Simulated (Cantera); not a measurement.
A perfectly stirred reactor is fed with H2 : O2 : N2 = 1.4 : 1 : 2 (molar parts), equivalence ratio 0.70, at 420 Torr; it is held at 1350 K, and followed from long to short residence time.

Model: the H2/O2 subset of GRI-Mech 3.0, which has no nitrogen chemistry, integrated in Cantera. The temperature is held fixed by assumption; the heat of reaction is taken as removed at once.

Task: Predict: x(H2) at τ = 17.0 s; x(O2) at τ = 17.0 s; x(H2O2) at τ = 17.0 s; x(OH) at τ = 17.0 s; x(O) at τ = 17.0 s; x(H2) at τ = 0.240 s; x(O2) at τ = 0.240 s; x(H2O2) at τ = 0.240 s; x(OH) at τ = 0.240 s; x(O) at τ = 0.240 s.

Result: 
| Quantity | Result |
|---|---|
| x(H2) at τ = 17.0 s | 2.07e-5 |
| x(O2) at τ = 17.0 s | 0.0810 |
| x(H2O2) at τ = 17.0 s | 9.19e-8 |
| x(OH) at τ = 17.0 s | 0.000144 |
| x(O) at τ = 17.0 s | 3.30e-6 |
| x(H2) at τ = 0.240 s | 0.000356 |
| x(O2) at τ = 0.240 s | 0.0811 |
| x(H2O2) at τ = 0.240 s | 7.78e-7 |
| x(OH) at τ = 0.240 s | 0.000583 |
| x(O) at τ = 0.240 s | 6.00e-5 |
